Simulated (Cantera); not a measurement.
Feed: 1 mol C2F6, 1.8 mol H2, held at 750 Torr.

These are equilibrium values from Cantera (NASA tables, ideal gas, pure condensed phases), not measurements of a reactor. Candidate condensed phases: C, C6H6, C7H8, C8H18; 110 gas species. Ions and electrons are included (thermal ionisation). The feed counts by its element totals alone. Equilibrium is a limit: real reactors are often held back by kinetics, nucleation or transport.

Question: At 4000 K, list the 7 most abundant gas species with their mole fractions, and the condensed phases.

Answer: HF 0.419, F 0.339, H 0.0760, CF 0.0677, C3 0.0459, C 0.0236, C2 0.0149. Condensed: gas only.
